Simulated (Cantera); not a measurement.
Input: 1 mol NH3, 0.52 mol O2, 6.6 mol N2, at 1198.15 K and 1 atm.

Cantera equilibrium calculation (NASA polynomials, part measured and part estimated; ideal gas, pure solids and liquids). Candidate condensed phases: H2O; 24 gas species. The numbers say what is thermodynamically allowed, not how fast it happens.

Base state: N2 0.826, H2O 0.121, H2 0.0535 (mole fractions); condensed: gas only.

**Question.** What changes in the equilibrium state with this change: 1.2 mol CO2 added?

**Answer.** 
```json
[
 {"species": "N2", "before": "0.826", "after": "0.724"},
 {"species": "H2O", "before": "0.121", "after": "0.130"},
 {"species": "CO2", "before": "0", "after": "0.0986"},
 {"species": "H2", "before": "0.0535", "after": "0.0231"},
 {"species": "CO", "before": "0", "after": "0.0239"}
]
```
Further candidate phases: C, C6H6, C7H8, C8H18.
